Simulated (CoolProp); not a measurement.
Vapour-liquid equilibrium of toluene (1) + o-xylene (2) at 96.35 °C; x and y are mole fractions of (1).

Values from CoolProp's multi-fluid Helmholtz-energy mixture model, Lemmon 2006 and Zhou 2012; pair parameters Bell 2016.

```
x     bubble pressure (kPa)  y at the bubble point  dew pressure at overall composition x (kPa)  liquid density (mol/L)
----  ---------------------  ---------------------  -------------------------------------------  ----------------------
0.05                  25.37                  0.126                                        24.10                   7.712
0.2                   31.79                  0.411                                        26.78                   7.844
0.35                  38.40                  0.603                                        30.15                   7.978
0.5                   45.01                  0.739                                        34.53                   8.116
0.65                  51.52                  0.839                                        40.44                   8.258
0.8                   57.91                  0.917                                        48.80                   8.406
0.95                  64.26                  0.981                                        61.10                   8.560
```

No azeotrope shows between x = 0.05 and 0.95.

Pair parameters are fitted to limited data, so mixtures are less certain than the pure fluids.
